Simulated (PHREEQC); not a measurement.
**Buffer (model solution)**

Dissolve 0.0513 mol/kgw KHCO3, 0.00083 mol/kgw NaF and 9.4e-05 mol/kgw NaCl at 25 °C. Closed to the air; pH follows from the charge balance.

Computed with PHREEQC (ion-association model, phreeqc.dat).

Precipitation was switched off in this run.

**Question.** Predict the pH.

**Answer.** pH 8.17.

**Question.** In which forms is Na present?

**Answer.** Na+ 98 %, NaHCO3 1.8 %, NaCO3- 0.5 % of the Na.

Complexes and solids missing from the database can't appear.
